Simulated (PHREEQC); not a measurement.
Make-up at 35 °C and 50 atm: 0.01 mol/kgw HF, 0.0031 mol/kgw NH4HF2, 2.3e-05 mol/kgw H4SiO4 and 0.0043 mol/kgw HCl. Closed to the air; pH follows from the charge balance.

Computed with PHREEQC (ion-association model, phreeqc.dat).

Precipitation was switched off in this run.

Q: What pH, ionic strength, specific conductance does the model give?

A: pH 2.46; ionic strength 0.00690 mol/kgw; specific conductance 2340 µS/cm.

Q: In which forms is F present?

A: HF 83 %, F- 15 %, HF2- 1.6 %, SiF6-2 0.9 % of the F.

Under pressure, the constants of complexes without a molar volume in the database are unreliable. SiF6-2 is the database's only silicon fluoride.
